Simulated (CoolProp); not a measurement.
Properties of CH3F (R41) along the isobar 4.59 MPa (Tc = 317.3 K, pc = 5.906 MPa, ω = 0.200).

Values from CoolProp's reference Helmholtz-energy equation of state, Lemmon 2006. It is a short technical equation, of lower accuracy than the large ones.

```json
[
 {"T (K)": "259.2", "phase": "liquid", "cv (kJ/(kg K))": "1.200", "expansivity (1/kK)": "…"},
 {"T (K)": "274.3", "phase": "liquid", "cv (kJ/(kg K))": "1.204", "expansivity (1/kK)": "…"},
 {"T (K)": "289.4", "phase": "liquid", "cv (kJ/(kg K))": "1.222", "expansivity (1/kK)": "7.085"},
 {"T (K)": "304.4", "phase": "liquid", "cv (kJ/(kg K))": "1.280", "expansivity (1/kK)": "16.37"},
 {"T (K)": "319.5", "phase": "gas", "cv (kJ/(kg K))": "1.246", "expansivity (1/kK)": "13.92"},
 {"T (K)": "334.6", "phase": "gas", "cv (kJ/(kg K))": "1.161", "expansivity (1/kK)": "8.924"},
 {"T (K)": "349.6", "phase": "gas", "cv (kJ/(kg K))": "1.125", "expansivity (1/kK)": "6.816"},
 {"T (K)": "364.7", "phase": "gas", "cv (kJ/(kg K))": "1.114", "expansivity (1/kK)": "5.608"},
 {"T (K)": "379.8", "phase": "gas", "cv (kJ/(kg K))": "…", "expansivity (1/kK)": "4.818"},
 {"T (K)": "394.9", "phase": "gas", "cv (kJ/(kg K))": "1.128", "expansivity (1/kK)": "4.256"},
 {"T (K)": "409.9", "phase": "gas", "cv (kJ/(kg K))": "…", "expansivity (1/kK)": "3.834"},
 {"T (K)": "425", "phase": "gas", "cv (kJ/(kg K))": "1.166", "expansivity (1/kK)": "3.501"}
]
```

Problem. Complete the blanks.

Solution. 
- 259.2, expansivity (1/kK): 3.911
- 274.3, expansivity (1/kK): 4.943
- 379.8, cv (kJ/(kg K)): 1.117
- 409.9, cv (kJ/(kg K)): 1.145
